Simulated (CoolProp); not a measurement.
A single-stage vapour-compression cycle with the fluid: evaporating at 196.15 K (dew point), condensing at 239.15 K (bubble point), superheat 10 K, subcooling 5 K, compressor efficiency 0.6, no pressure losses. The same conditions are run with several fluids, on thermodynamics alone (safety and materials aside).

Model: reference Helmholtz-energy equation of state of each fluid (ethane: Bücker 2006; propylene: Lemmon 2013; R22: Kamei 1995; R13: Platzer 1990; propane: Lemmon 2009; CH2F2 (R32): Tillner-Roth 1997), in CoolProp. The equations of Platzer and Polt are older, rougher fits.

```
fluid        cooling COP  pressure ratio  discharge temperature (K)  refrigerating effect (kJ/kg)  volumetric capacity (kJ/m³)
-----------  -----------  --------------  -------------------------  ----------------------------  ---------------------------
ethane              2.26            5.18                      318.5                           389                         1300
propylene           2.35            8.56                      327.5                           ___                          209
R22                 2.30             ___                      358.8                           220                          143
R13                 2.27            5.79                      300.3                           117                          946
propane             2.38             ___                      316.4                           389                          160
CH2F2 (R32)          ___            10.1                      398.9                           355                          250
```

### Question
Some entries are withheld; supply them.

### Answer

- propylene, refrigerating effect (kJ/kg): 400
- R22, pressure ratio: 10.8
- propane, pressure ratio: 9.01
- CH2F2 (R32), cooling COP: 2.21
